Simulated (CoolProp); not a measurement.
A simple Rankine cycle with water: condensing at 296.15 K, boiler at 0.302 MPa, turbine inlet 421.9 K, turbine efficiency 0.6, pump efficiency 0.8, no recuperator. Each further row changes one setting.

Model: reference Helmholtz-energy equation of state, Wagner 2002, in CoolProp.

```csv
case,thermal efficiency (%),net work (kJ/kg),heat in (kJ/kg),turbine exit temperature (K),volume ratio over the turbine
as stated,15.1,401,2660,296.2,71.5
turbine inlet 441.9 K,15.1,409,2700,296.2,68.9
condensing temperature 288.15 K,16.1,433,2690,288.1,114
boiler pressure 0.211 MPa,14.0,374,2670,296.2,50.3
turbine efficiency 0.5,12.5,334,2660,296.2,73.6
```

The expansion ends wet for: as stated; turbine inlet 441.9 K; condensing temperature 288.15 K; boiler pressure 0.211 MPa; turbine efficiency 0.5.
